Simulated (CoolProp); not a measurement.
Computed with CoolProp (reference Helmholtz-energy equation of state, Lemmon 2006). It is a short technical equation, of lower accuracy than the large ones.

**Question.** Give the vapour pressure (MPa), vapour density (kg/m³), enthalpy of vaporisation (kJ/kg) of saturated neopentane at 301.2, 308.5, 315.9 K.

**Answer.** 
| T (K) | p (MPa) | vapour density (kg/m³) | enthalpy of vaporisation (kJ/kg) |
|---|---|---|---|
| 301.2 | 0.189 | 5.84 | 301 |
| 308.5 | 0.236 | 7.21 | 295 |
| 315.9 | 0.292 | 8.84 | 288 |
